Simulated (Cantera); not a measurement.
# Chlorosilane synthesis and conversion: Si + HCl + H2

Feed: 1 mol Si, 0.96 mol HCl, 0.83 mol H2, at 1700000 Pa.

Cantera equilibrium calculation (NASA polynomials, part measured and part estimated; ideal gas, pure solids and liquids). Candidate condensed phases: Si; 19 gas species. The tables' values for SiCl3 are old estimates; treat these amounts as uncertain. Equilibrium is a limit: real reactors are often held back by kinetics, nucleation or transport.

From 598 K to 1398 K the condensed part is Si(s). The main Si-bearing gas is SiHCl3 throughout.

```tsv
T (K)	log p H2	log p SiHCl3	log p SiCl4	log p HCl	log p SiCl3	log p SiH2Cl2	log p SiCl2	log p SiH3Cl	n Si(s)
598	1.14	0.25	0.12	-3.58	-5.85	-0.92	-8.65	-2.80	0.715
698	1.14	0.24	0.13	-2.67	-4.52	-0.84	-6.64	-2.58	0.715
798	1.14	0.22	0.14	-2.00	-3.52	-0.79	-5.13	-2.43	0.716
898	1.14	0.21	0.14	-1.48	-2.76	-0.75	-3.97	-2.32	0.717
998	1.14	0.20	0.15	-1.07	-2.14	-0.73	-3.05	-2.24	0.718
1098	1.14	0.18	0.15	-0.73	-1.65	-0.71	-2.30	-2.17	0.721
1198	1.13	0.16	0.14	-0.46	-1.25	-0.70	-1.68	-2.13	0.724
1298	1.13	0.13	0.11	-0.24	-0.92	-0.71	-1.17	-2.09	0.728
1398	1.12	0.08	0.07	-0.05	-0.66	-0.73	-0.75	-2.07	0.731
```
log p: log10 of the partial pressure in bar; n: condensed amount in mol.
